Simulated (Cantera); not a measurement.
An isothermal, constant-pressure homogeneous reactor starts with C₂H₆ : N₂ = 1 : 1.7 (molar parts), at 1448 K and 100000 Pa. Integrator tolerance rtol = 1e-08.

Computed with Cantera and GRI-Mech 3.0 (53 species, 325 reactions). GRI-Mech 3.0 stops at C3 and has no aromatics, soot or wall deposition, so with more carbon than oxygen in the feed, carbon stays in small species such as C2H2 where larger ones or solid carbon would form.

| quantity | before | after |
|---|---|---|
| x(C₂H₆) at 4.00 s | 9.44e-5 (gas-phase equilibrium 7.60e-5) | 5.78e-5 (gas-phase equilibrium 4.39e-5) |
| x(CH₄) at 4.00 s | 0.101 (gas-phase equilibrium 0.0933) | 0.0726 (gas-phase equilibrium 0.0658) |
| x(CH₂) at 4.00 s | 4.53e-10 (gas-phase equilibrium 3.98e-10) | 3.84e-10 (gas-phase equilibrium 3.26e-10) |
| x(H) at 4.00 s | 5.16e-6 (gas-phase equilibrium 5.20e-6) | 4.77e-6 (gas-phase equilibrium 4.82e-6) |
| x(HCN) at 4.00 s | 4.09e-9 (gas-phase equilibrium 0.0980) | 6.07e-9 (gas-phase equilibrium 0.0987) |
| x(C₂H) at 4.00 s | 3.78e-9 (gas-phase equilibrium 2.73e-9) | 3.45e-9 (gas-phase equilibrium 2.31e-9) |

Q: What was changed between the two runs?
(A) temperature 1448 to 1773 K
(B) N2 1.7 to 5.6 parts
(C) pressure from 100000 Pa to 13300 Pa
(D) C2H6 1 to 0.64 parts

A: D, C2H6 1 to 0.64 parts
